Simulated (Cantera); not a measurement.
A Cantera script and what it prints.

```python
import numpy as np
import cantera as ct

gas_names = """
    F FO FO2 F2 F2O H HF HOF HO2 H2 H2F2 H2O H2O2 H3F3 H4F4 H5F5 H6F6 H7F7 O OH O2 O3 Si SiF SiF2 SiF3
    SiF4 SiH SiHF3 SiH2 SiH2F2 SiH3 SiH3F SiH4 SiO SiO2 Si2 Si3
""".split()
cond_names = """
    H2O(s) H2O(L) Si(cr) Si(L) SiO2(Lqz) SiO2(hqz) SiO2(L)
""".split()


# ... load() reads the species with a 1 bar reference pressure and builds the phases ...
atoms = {
    'SiF4': {'Si': 1, 'F': 4},
    'O3': {'O': 3},
    'H2': {'H': 2},
    'H2O': {'H': 2, 'O': 1},
}
top_T = {}  # K; cautious upper limits of use, not melting points


# ... equilibrate(T, P, feed) seeds the gas with the atoms and calls Mixture.equilibrate('TP', solver="vcs", rtol=1e-11, max_steps=5000) ...
results = []
feed = {'SiF4': 1, 'O3': 2.2, 'H2': 73, 'H2O': 0.12}  # mol
T = 750  # K
P = 7000  # Pa
mix = equilibrate(T, P, feed)
results.append((T, P, feed, dict(zip(mix.species_names, mix.species_moles))))
print(gas.report(threshold=1e-05))
for i in range(1, mix.n_phases):
    print(f"{mix.phase(i).name:16s} {mix.phase_moles(i):12.5e} mol")
```

Output:

```
       temperature   750 K
          pressure   7000 Pa
           density   0.0048346 kg/m^3
  mean mol. weight   4.3068 kg/kmol
   phase of matter   gas

                          1 kg             1 kmol
                     ---------------   ---------------
          enthalpy       -4.9798e+06       -2.1447e+07  J
   internal energy       -6.4277e+06       -2.7683e+07  J
           entropy             44242        1.9054e+05  J/K
    Gibbs function       -3.8161e+07       -1.6435e+08  J
 heat capacity c_p            7069.6             30447  J/K
 heat capacity c_v            5139.1             22133  J/K

                      mass frac. Y      mole frac. X     chem. pot. / RT
                     ---------------   ---------------   ---------------
                HF           0.15361          0.033067           -71.799
                H2           0.41588           0.88844           -19.618
               H2O           0.30695          0.073381           -68.093
              SiF4           0.12357         0.0051134           -304.15
     [  +34 minor]        1.1562e-07        1.1041e-08

Si(cr)            0.00000e+00 mol
SiO2(Lqz)         6.17838e-01 mol
```

These are equilibrium values from Cantera (NASA tables, ideal gas, pure condensed phases), not measurements of a reactor.
